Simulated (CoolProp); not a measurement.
A simple Rankine cycle with water: condensing at 319.15 K, boiler at 5.99 MPa, turbine inlet 553.6 K, turbine efficiency 0.6, pump efficiency 0.8, no recuperator. Each further row changes one setting.

Values from CoolProp's reference Helmholtz-energy equation of state, Wagner 2002.

| case | thermal efficiency (%) | net work (kJ/kg) | heat in (kJ/kg) | turbine exit temperature (K) | volume ratio over the turbine |
|---|---|---|---|---|---|
| as stated | 21.1 | ___ | 2610 | 319.1 | 375 |
| turbine inlet 573.6 K | ___ | 571 | 2690 | 319.1 | 354 |
| condensing temperature 311.15 K | 21.8 | ___ | 2640 | 311.2 | ___ |
| boiler pressure 4.19 MPa | 20.3 | 549 | 2700 | 319.1 | 248 |
| turbine efficiency 0.5 | 17.5 | 457 | 2610 | 319.1 | ___ |

Question: Some entries are withheld; supply them.

Answer: 
- as stated, net work (kJ/kg): 550
- turbine inlet 573.6 K, thermal efficiency (%): 21.2
- condensing temperature 311.15 K, net work (kJ/kg): 576
- condensing temperature 311.15 K, volume ratio over the turbine: 555
- turbine efficiency 0.5, volume ratio over the turbine: 392

The expansion ends wet for: as stated; turbine inlet 573.6 K; condensing temperature 311.15 K; boiler pressure 4.19 MPa; turbine efficiency 0.5.
